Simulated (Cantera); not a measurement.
Input (Python, Cantera) and output of one run.

```python
import numpy as np
import cantera as ct

gas_names = """
    CL CL2 H HCL H2 N NH NH2 NH3 N2 N2H2 N2H4 Si SiCL SiCL2 SiCL3 SiCL4 SiH SiHCL3 SiH2 SiH2CL2 SiH3
    SiH3CL SiH4 SiN Si2 Si2N Si3
""".split()
cond_names = """
    NH4CL(a) NH4CL(b) Si(cr) Si(L) Si3N4(a)
""".split()


# ... load() reads the species with a 1 bar reference pressure and builds the phases ...
atoms = {
    'SiH2Cl2': {'Si': 1, 'H': 2, 'CL': 2},
    'N2': {'N': 2},
    'H2': {'H': 2},
}
top_T = {'Si3N4(a)': 2400}  # K; cautious upper limits of use, not melting points


# ... equilibrate(T, P, feed) seeds the gas with the atoms and calls Mixture.equilibrate('TP', solver="vcs", rtol=1e-11, max_steps=5000) ...
results = []
feed = {'SiH2Cl2': 1, 'N2': 2.2, 'H2': 91}  # mol
T = 1523.15  # K
P = 13332.2  # Pa
mix = equilibrate(T, P, feed)
results.append((T, P, feed, dict(zip(mix.species_names, mix.species_moles))))
x = sorted(zip(gas.X, gas.species_names), reverse=True)
print(f"T = {T:g} K  P = {P:g} Pa  gas = {mix.phase_moles(0):.4g} mol")
print("   x: " + "  ".join(f"{s} {v:.3e}" for v, s in x if v > 1e-05))
print("   condensed (mol): " + ("  ".join(f"{mix.phase(i).name} {mix.phase_moles(i):.4g}"
      for i in range(1, mix.n_phases) if mix.phase_moles(i) > 1e-12) or "none"))
```

It prints:

```
T = 1523.15 K  P = 13332.2 Pa  gas = 94.55 mol
   x: H2 9.626e-01  HCL 2.083e-02  N2 1.632e-02  SiCL2 1.549e-04  H 6.221e-05
   condensed (mol): Si3N4(a) 0.3283
```

Equilibrium computed with Cantera from the NASA thermochemical tables; the gas is ideal and each condensed phase is pure.
